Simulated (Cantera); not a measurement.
An adiabatic, constant-pressure homogeneous reactor starts with CH4 : H2 : O2 : N2 = 1 : 0.058 : 3.83 : 14.4 (molar parts), at 1300 K and 158 Torr.

Model: GRI-Mech 3.0 (53 species, 325 reactions), integrated in Cantera.

Problem. Predict: time of steepest temperature rise; temperature at 6.00 s; equilibrium temperature; x(H2) at 6.00 s; x(O2) at 6.00 s; x(HO2) at 6.00 s.

Solution. 
```
Quantity                                                            Result
---------------------------------  ---------------------------------------
time of steepest temperature rise                                  16.6 ms
temperature at 6.00 s                                               2285 K
equilibrium temperature                                             2285 K
x(H2) at 6.00 s                    0.00141 (gas-phase equilibrium 0.00141)
x(O2) at 6.00 s                      0.0874 (gas-phase equilibrium 0.0874)
x(HO2) at 6.00 s                   2.72e-6 (gas-phase equilibrium 2.72e-6)
```
